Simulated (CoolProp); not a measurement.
Saturation properties of 1-butene.

The numbers come from the reference Helmholtz-energy equation of state, Lemmon 2005 in CoolProp. It is a short technical equation, of lower accuracy than the large ones.

| T (K) | p (bar) | liquid density (kg/m³) | enthalpy of vaporisation (kJ/kg) |
|---|---|---|---|
| 249.2 | 0.4815 | 645.5 | 408.4 |
| 258.1 | 0.7111 | 635.6 | 400.4 |
| 266.9 | 1.015 | 625.6 | 392.2 |
| 275.8 | 1.418 | 615.2 | 383.6 |
| 284.7 | 1.934 | 604.7 | 374.7 |
| 293.5 | 2.575 | 594.0 | 365.4 |
| 302.4 | 3.374 | 582.8 | 355.7 |
| 311.3 | 4.348 | 571.3 | 345.3 |
| 320.2 | 5.518 | 559.3 | 334.4 |
| 329 | 6.890 | 546.9 | 322.9 |
| 337.9 | 8.519 | 533.9 | 310.4 |
| 346.8 | 10.41 | 520.0 | 297.0 |
| 355.7 | 12.61 | 505.3 | 282.3 |
| 364.5 | 15.09 | 489.7 | 266.4 |
| 373.4 | 17.95 | 472.5 | 248.6 |

It boils at 266.8 K under 1 atm.
